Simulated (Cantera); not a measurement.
Standard-state values (1 bar) from the NASA 1993 polynomials, evaluated with Cantera. Values are per mole of reaction as written; species without (g) are pure solids or liquids, kept so even where they would boil at 1 bar.

2 SiH₄(g) + O₂(g) ⇌ 2 SiH₃(g) + 2 OH(g)

```
T (K)  ΔH° (kJ)  ΔS° (J/K)  ΔG° (kJ)  log10 K
-----  --------  ---------  --------  -------
300         [?]        [?]       [?]      [?]
575       432.5      195.3     320.1   -29.08
675       432.8      195.9     300.6   -23.26
775         [?]        [?]       [?]      [?]
875       432.5      195.5     261.4   -15.60
975         [?]        [?]       [?]      [?]
```

Question: Complete the blanks.

Answer: 
- 300, ΔH° (kJ): 428.8
- 300, ΔS° (J/K): 186.2
- 300, ΔG° (kJ): 373.0
- 300, log10 K: -64.94
- 775, ΔH° (kJ): 432.8
- 775, ΔS° (J/K): 195.9
- 775, ΔG° (kJ): 281.0
- 775, log10 K: -18.94
- 975, ΔH° (kJ): 431.9
- 975, ΔS° (J/K): 194.9
- 975, ΔG° (kJ): 241.9
- 975, log10 K: -12.96
